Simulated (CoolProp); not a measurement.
R1234ze(Z) along the isotherm 438.7 K: fugacity coefficient from the reference equation and from simpler models built on Tc = 423.3 K, pc = 3531 kPa, ω = 0.327; each cubic takes its own stable root.

The numbers come from the reference Helmholtz-energy equation of state, Akasaka 2019 in CoolProp.

```
p (kPa)          phase  reference  van der Waals  Redlich-Kwong  Soave-Redlich-Kwong  Peng-Robinson
-------  -------------  ---------  -------------  -------------  -------------------  -------------
407                gas     0.9622         0.9687         0.9648               0.9656         0.9615
815                gas     0.9250         0.9375         0.9301               0.9316         0.9238
1220               gas          ?         0.9066         0.8960               0.8983         0.8871
1630               gas     0.8524         0.8754         0.8619                    ?         0.8508
2040               gas     0.8166              ?         0.8280               0.8320         0.8151
2440               gas     0.7821         0.8134         0.7952               0.8000         0.7808
2850               gas     0.7471         0.7815         0.7616               0.7674              ?
3260               gas     0.7123         0.7489              ?               0.7347              ?
3670     supercritical     0.6773         0.7148         0.6934               0.7016         0.6775
4070     supercritical     0.6427         0.6781         0.6585               0.6687         0.6437
4480     supercritical     0.6059         0.6382         0.6207                    ?         0.6085
4890     supercritical     0.5694         0.6031         0.5854               0.5996         0.5745
5300     supercritical     0.5366         0.5729         0.5544               0.5690         0.5440
```

Task: Some entries are withheld; supply them.

Result: 
- 1220, reference: 0.8886
- 1630, Soave-Redlich-Kwong: 0.8650
- 2040, van der Waals: 0.8441
- 2850, Peng-Robinson: 0.7461
- 3260, Redlich-Kwong: 0.7278
- 3260, Peng-Robinson: 0.7118
- 4480, Soave-Redlich-Kwong: 0.6337
